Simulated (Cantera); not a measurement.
Charge: 1 mol Si3N4, 0.23 mol H2O, 5.9 mol H2, 1.4 mol N2O, held at 10.0 mbar.

Equilibrium computed with Cantera from the NASA thermochemical tables; the gas is ideal and each condensed phase is pure. Candidate condensed phases: H2O, Si, SiO2, Si2N2O, Si3N4; 35 gas species. The tables' values for SiN are old estimates; treat these amounts as uncertain. Gases not in the tables: Si2H6 and higher silanes. Rates play no part.

**Question.** At 1950 K, list the 6 most abundant gas species with their mole fractions, and the condensed phases.

**Answer.** H2 0.541, N2 0.303, SiO 0.145, H 0.00843, Si 0.00238, SiH 0.000134. Condensed: Si(l).
